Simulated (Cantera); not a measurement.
Cantera with NASA thermochemical tables; ideal gases at 1 bar, condensed phases pure. Values are per mole of reaction as written; species without (g) are pure solids or liquids, kept so even where they would boil at 1 bar. The tables' values for SiF2 are old estimates.

Problem. Between 473 and 573 K, where is each reaction favourable under standard conditions?
- SiF4(g) + Si ⇌ 2 SiF2(g)
- 6 SiF2(g) + S2(g) ⇌ 2 SF6(g) + 6 Si

Solution. 
- SiF4(g) + Si ⇌ 2 SiF2(g): ΔG° is 339 kJ at 473 K and 319 kJ at 573 K; it stays positive (K < 1). ΔH° is 437 kJ and ΔS° 206 J/K at 573 K.
- 6 SiF2(g) + S2(g) ⇌ 2 SF6(g) + 6 Si: ΔG° is 1464 kJ at 473 K and 1568 kJ at 573 K; it stays positive (K < 1). ΔH° is 970 kJ and ΔS° -1044 J/K at 573 K.
